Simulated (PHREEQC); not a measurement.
Model water analysis in mg/kgw, 59 °C, pH 6.44, pe 11.1:

```tsv
constituent	mg/kgw
Na	0.858
K	0.83
Ca	9.41
Mg	3.45
Cl	0.557
S(6) as SO4	15.1
Alkalinity as HCO3	29.2
Cd	0.54
F	0.234
Zn	0.454
O(0) (dissolved oxygen)	0.21
```

Valence states are taken as typed.

Computed with PHREEQC (ion-association model, phreeqc.dat).

No solid was allowed to form.

Order these C species by the share of C that they hold, largest first: CO2, HCO3-, MgHCO3+, CaHCO3+.

HCO3- (59 %), CO2 (40 %), CaHCO3+ (0.19 %), MgHCO3+ (0.10 %)

Order these S species by the share of S that they hold, largest first: CaSO4, ZnSO4, MgSO4, SO4-2, CdSO4.

SO4-2 (92 %), MgSO4 (4.5 %), CaSO4 (3.3 %), ZnSO4 (0.12 %), CdSO4 (0.10 %)

The pH is 6.44 and the ionic strength 0.00132 mol/kgw. Constants without temperature data keep their 25 °C values here.
